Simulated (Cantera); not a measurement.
**SiHCl3 + H2 (silicon epitaxy and polysilicon growth)**

Charge: 1 mol SiHCl3, 7.3 mol H2, held at 0.200 bar.

Cantera equilibrium calculation (NASA polynomials, part measured and part estimated; ideal gas, pure solids and liquids). Candidate condensed phases: Si; 19 gas species. The tables' values for SiCl3, SiCl are old estimates; treat these amounts as uncertain. Gases not in the tables: Si2H6 and higher silanes. Rates play no part.

From 1073 K to 1673 K the condensed part is Si(s). At 1723 K the condensed part is Si(l). The main Si-bearing gas is SiCl4 at 1073 K and SiCl2 at 1723 K. The share of Si in condensed phases is highest at 1273 K (27.8 %) and lowest at 1673 K (15.7 %).

| T (K) | log p H2 | log p HCl | log p SiCl2 | log p SiCl4 | log p SiHCl3 | log p SiCl3 | n Si(s) | n Si(l) |
|---|---|---|---|---|---|---|---|---|
| 1073 | -0.75 | -2.27 | -3.51 | -1.92 | -2.31 | -3.32 | 0.238 | 0 |
| 1123 | -0.76 | -2.13 | -3.18 | -1.95 | -2.34 | -3.11 | 0.253 | 0 |
| 1173 | -0.76 | -2.01 | -2.89 | -1.99 | -2.38 | -2.94 | 0.267 | 0 |
| 1223 | -0.77 | -1.90 | -2.64 | -2.05 | -2.44 | -2.80 | 0.276 | 0 |
| 1273 | -0.78 | -1.80 | -2.42 | -2.14 | -2.51 | -2.69 | 0.278 | 0 |
| 1323 | -0.78 | -1.73 | -2.24 | -2.25 | -2.60 | -2.62 | 0.271 | 0 |
| 1373 | -0.79 | -1.67 | -2.09 | -2.41 | -2.73 | -2.58 | 0.255 | 0 |
| 1423 | -0.80 | -1.63 | -1.98 | -2.60 | -2.88 | -2.59 | 0.234 | 0 |
| 1473 | -0.80 | -1.60 | -1.90 | -2.83 | -3.05 | -2.63 | 0.212 | 0 |
| 1523 | -0.81 | -1.59 | -1.85 | -3.08 | -3.25 | -2.70 | 0.194 | 0 |
| 1573 | -0.81 | -1.58 | -1.82 | -3.34 | -3.44 | -2.79 | 0.179 | 0 |
| 1623 | -0.81 | -1.57 | -1.79 | -3.60 | -3.65 | -2.88 | 0.167 | 0 |
| 1673 | -0.81 | -1.57 | -1.77 | -3.86 | -3.84 | -2.97 | 0.157 | 0 |
| 1723 | -0.81 | -1.56 | -1.77 | -4.09 | -4.03 | -3.07 | 0 | 0.164 |
log p: log10 of the partial pressure in bar; n: condensed amount in mol.
